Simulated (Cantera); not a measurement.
Source: NASA polynomial tables (part measured, part estimated), evaluated in Cantera. Values are per mole of reaction as written; species without (g) are pure solids or liquids, kept so even where they would boil at 1 bar.

H2S(g) + C2H4(g) → S + C2H6(g)

```tsv
T (K)	ΔH° (kJ)	ΔS° (J/K)	ΔG° (kJ)	log10 K
475	…	…	…	…
575	-110.6	-151.8	-23.3	2.12
675	…	…	…	…
775	-108.1	-148.0	6.6	-0.45
875	…	…	…	…
975	-105.0	-144.5	35.9	-1.92
1075	…	…	…	…
```

### Question
Complete the blanks.

### Answer

- 475, ΔH° (kJ): -112.4
- 475, ΔS° (J/K): -155.3
- 475, ΔG° (kJ): -38.6
- 475, log10 K: 4.25
- 675, ΔH° (kJ): -109.2
- 675, ΔS° (J/K): -149.6
- 675, ΔG° (kJ): -8.2
- 675, log10 K: 0.64
- 875, ΔH° (kJ): -106.7
- 875, ΔS° (J/K): -146.3
- 875, ΔG° (kJ): 21.3
- 875, log10 K: -1.27
- 1075, ΔH° (kJ): -103.6
- 1075, ΔS° (J/K): -143.1
- 1075, ΔG° (kJ): 50.3
- 1075, log10 K: -2.44
